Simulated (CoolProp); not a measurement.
Vapour-liquid equilibrium of n-pentane (1) + cyclohexane (2) at 359.8 K; x and y are mole fractions of (1).

Values from CoolProp's multi-fluid Helmholtz-energy mixture model, Thol 2019 and Zhou 2014; pair parameters Bell 2016.

```csv
x,bubble pressure (MPa),y at the bubble point,dew pressure at overall composition x (MPa),liquid density (mol/L)
0.05,0.1385,0.166,0.1256,8.442
0.15,0.1726,0.391,0.1366,8.371
0.25,0.2050,0.539,0.1496,8.298
0.35,0.2363,0.645,0.1652,8.224
0.45,0.2667,0.727,0.1843,8.147
0.55,0.2968,0.794,0.2080,8.068
0.65,0.3267,0.850,0.2379,7.987
0.75,0.3567,0.898,0.2764,7.902
0.85,0.3872,0.942,0.3268,7.815
0.95,0.4183,0.981,0.3933,7.724
```

No azeotrope shows between x = 0.05 and 0.95.

The pair parameters rest on a limited set of measurements; away from them the model extrapolates.
